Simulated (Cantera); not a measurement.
An isothermal, constant-pressure homogeneous reactor starts with N2O : H2O = 1 : 0.0069 (molar parts), at 1075 K and 10.00 Torr. Integrator tolerance rtol = 1e-08.

Cantera simulation using GRI-Mech 3.0 (53 species, 325 reactions); the numbers are that mechanism's predictions, not measurements. GRI-Mech 3.0 was tuned for natural gas; its chemistry of N2O as a main component is partial and can be far from experiment. Radical loss at walls, strong at low pressure, is not modelled. The mechanism lacks the step 2 NO + O2 → 2 NO2, which can matter for NO2 below about 1400 K. The temperature is held fixed by assumption; the heat of reaction is taken as removed at once.

### Question
What does this change do: pressure from 10.00 Torr to 1.40 bar?

### Answer
```tsv
quantity	before	after
x(N2O) at 2.00 s	0.991 (gas-phase equilibrium 6.35e-10)	0.843 (gas-phase equilibrium 6.51e-9)
x(H2O) at 2.00 s	0.00685 (gas-phase equilibrium 0.00458)	0.00651 (gas-phase equilibrium 0.00458)
x(NO) at 2.00 s	5.92e-5 (gas-phase equilibrium 7.81e-5)	0.00506 (gas-phase equilibrium 7.81e-5)
x(H) at 2.00 s	4.38e-11 (gas-phase equilibrium <1e-12)	3.48e-11 (gas-phase equilibrium <1e-12)
x(H2) at 2.00 s	1.79e-9 (gas-phase equilibrium 4.86e-11)	5.32e-10 (gas-phase equilibrium 4.74e-12)
```

### Question
What does this change do: temperature 1075 to 1623 K?

### Answer
```csv
quantity,before,after
x(N2O) at 2.00 s,0.991 (gas-phase equilibrium 6.35e-10),0.00185 (gas-phase equilibrium 1.55e-8)
x(H2O) at 2.00 s,0.00685 (gas-phase equilibrium 0.00458),0.00449 (gas-phase equilibrium 0.00450)
x(NO) at 2.00 s,5.92e-5 (gas-phase equilibrium 7.81e-5),0.185 (gas-phase equilibrium 0.00247)
x(H) at 2.00 s,4.38e-11 (gas-phase equilibrium <1e-12),1.04e-6 (gas-phase equilibrium 4.64e-7)
x(H2) at 2.00 s,1.79e-9 (gas-phase equilibrium 4.86e-11),1.13e-6 (gas-phase equilibrium 5.92e-7)
```

### Question
What does this change do: temperature 1075 to 1448 K?

### Answer
```tsv
quantity	before	after
x(N2O) at 2.00 s	0.991 (gas-phase equilibrium 6.35e-10)	0.342 (gas-phase equilibrium 7.19e-9)
x(H2O) at 2.00 s	0.00685 (gas-phase equilibrium 0.00458)	0.00532 (gas-phase equilibrium 0.00456)
x(NO) at 2.00 s	5.92e-5 (gas-phase equilibrium 7.81e-5)	0.0889 (gas-phase equilibrium 0.00109)
x(H) at 2.00 s	4.38e-11 (gas-phase equilibrium <1e-12)	1.06e-7 (gas-phase equilibrium 2.03e-8)
x(H2) at 2.00 s	1.79e-9 (gas-phase equilibrium 4.86e-11)	1.82e-7 (gas-phase equilibrium 6.36e-8)
```
